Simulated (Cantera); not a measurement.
A Cantera script and what it prints.

```python
import numpy as np
import cantera as ct

gas_names = """
    C CH CH2 CH3 CH4 C2 C2H C2H2,acetylene C2H2,vinylidene C2H3,vinyl C2H4 C2H5 C2H6 C3 C3H3,propargyl
    C3H4,allene C3H4,propyne C3H4,cyclo- C3H5,allyl C3H6,propylene C3H6,cyclo- C3H7,n-propyl
    C3H7,i-propyl C3H8 C4 C4H2 C4H4,1,3-cyclo- C4H6,butadiene C4H6,2-butyne C4H6,cyclo- C4H8,1-butene
    C4H8,cis2-buten C4H8,tr2-butene C4H8,isobutene C4H8,cyclo- C4H9,n-butyl C4H9,i-butyl C4H9,s-butyl
    C4H9,t-butyl C4H10,isobutane C4H10,n-butane C5 C5H6,1,3cyclo- C5H8,cyclo- C5H10,1-pentene
    C5H10,cyclo- C5H11,pentyl C5H11,t-pentyl C5H12,n-pentane C5H12,i-pentane CH3C(CH3)2CH3 C6H2
    C6H5,phenyl C6H6 C6H10,cyclo- C6H12,1-hexene C6H12,cyclo- C6H13,n-hexyl C7H7,benzyl C7H8
    C7H14,1-heptene C7H15,n-heptyl C7H16,n-heptane C8H8,styrene C8H10,ethylbenz C8H16,1-octene
    C8H17,n-octyl C8H18,isooctane C8H18,n-octane C9H19,n-nonyl C10H8,naphthale C10H21,n-decyl
    C12H9,o-bipheny C12H10,bipheny H H2 Si SiC SiC2 SiC4H12 SiH SiH2 SiH3 SiH4 Si2 Si2C Si3
""".split()
cond_names = """
    C(gr) C6H6(L) C7H8(L) C8H18(L),n-octa Si(cr) Si(L) SiC(b)
""".split()


def load(file, names, dense=False):
    # The tables refer to 1 bar. Condensed volumes are neglected.
    table = {s.name: s for s in ct.Species.list_from_file(file)}
    out = []
    for n in names:
        d = dict(table[n].input_data)
        d["thermo"] = dict(d["thermo"], **{"reference-pressure": 1e5})
        if dense:
            d["equation-of-state"] = {"model": "constant-volume", "density": "1e6 g/cm^3"}
        out.append(ct.Species.from_dict(d))
    return out


gas = ct.Solution(thermo="ideal-gas", species=load("nasa_gas.yaml", gas_names))
cond = {s.name: ct.Solution(thermo="fixed-stoichiometry", species=[s], name=s.name)
        for s in load("nasa_condensed.yaml", cond_names, dense=True)}
atoms = {
    'SiH4': {'Si': 1, 'H': 4},
    'C2H4': {'C': 2, 'H': 4},
    'H2': {'H': 2},
}
top_T = {'C(gr)': 4500, 'SiC(b)': 3050}  # K; cautious upper limits of use, not melting points


def equilibrate(T, P, feed):
    n = {}
    for name, mol in feed.items():
        for a, k in atoms[name].items():
            n[a] = n.get(a, 0.0) + k * mol
    gas.TPX = T, P, n
    mass = sum(n.values()) * gas.mean_molecular_weight
    gas.equilibrate("TP")
    valid = [c for c in cond.values() if c.min_temp <= T <= top_T.get(c.name, c.max_temp)]
    mix = ct.Mixture([(gas, mass / gas.mean_molecular_weight)] + [(c, 0.0) for c in valid])
    mix.T, mix.P = T, P
    mix.equilibrate("TP", solver="vcs", rtol=1e-11, max_steps=5000)
    return mix


results = []
T = 2000  # K
P = 230  # Pa
for m in [3.5, 5.1, 7.6, 11, 16, 24, 35, 52, 76, 110, 170, 240, 360]:
    feed = {'SiH4': 1, 'C2H4': 0.19, 'H2': m}  # mol
    mix = equilibrate(T, P, feed)
    results.append((T, P, feed, dict(zip(mix.species_names, mix.species_moles))))

top = {s: max(r[3][s] / sum(r[3][g] for g in gas_names) for r in results) for s in gas_names}
cols = sorted((s for s in top if top[s] > 0.0001), key=lambda s: -top[s])[:8]
seen = [c for c in cond_names if any(r[3].get(c, 0) > 1e-12 for r in results)]
print("log10 of partial pressures in bar; condensed amounts in mol")
print(f"{'n(H2)':>10s}" + "".join(f"{s[:9]:>10s}" for s in cols + seen))
for T, P, feed, n in results:
    ng = sum(n[g] for g in gas_names)
    print(f"{feed['H2']:10.4g}" + "".join(f"{np.log10(max(n[s] / ng * P / 1e5, 1e-99)):10.3f}" for s in cols)
          + "".join(f"{n.get(c, 0):10.4g}" for c in seen))
```

It prints:

```
log10 of partial pressures in bar; condensed amounts in mol
     n(H2)        H2         H        Si       SiH      Si2C C2H2,acet       Si2      SiH2     Si(L)    SiC(b)
       3.5    -2.662    -4.120    -4.361    -5.861    -5.923    -8.299    -6.345    -6.636    0.4939    0.3768
       5.1    -2.662    -4.120    -4.361    -5.861    -5.923    -8.299    -6.345    -6.636    0.4596    0.3759
       7.6    -2.662    -4.120    -4.361    -5.861    -5.923    -8.299    -6.345    -6.636     0.406    0.3745
        11    -2.662    -4.120    -4.361    -5.861    -5.923    -8.299    -6.345    -6.636    0.3331    0.3727
        16    -2.662    -4.120    -4.361    -5.861    -5.923    -8.299    -6.345    -6.636    0.2259    0.3699
        24    -2.662    -4.120    -4.361    -5.861    -5.923    -8.299    -6.345    -6.636    0.0543    0.3655
        35    -2.660    -4.119    -4.468    -5.966    -6.030    -8.083    -6.559    -6.741         0    0.3638
        52    -2.658    -4.118    -4.625    -6.123    -6.187    -7.766    -6.874    -6.896         0    0.3629
        76    -2.656    -4.117    -4.779    -6.276    -6.342    -7.456    -7.182    -7.049         0    0.3606
       110    -2.655    -4.117    -4.930    -6.427    -6.492    -7.153    -7.484    -7.199         0    0.3549
       170    -2.655    -4.116    -5.102    -6.598    -6.664    -6.809    -7.828    -7.370         0     0.335
       240    -2.654    -4.116    -5.225    -6.721    -6.787    -6.563    -8.074    -7.492         0    0.2949
       360    -2.654    -4.116    -5.342    -6.838    -6.904    -6.329    -8.307    -7.609         0    0.1922
```

Equilibrium computed with Cantera from the NASA thermochemical tables; the gas is ideal and each condensed phase is pure. Mutual solubility and eutectic melting of coexisting phases are not modelled. Gases not in the tables: Si2H6 and higher silanes.
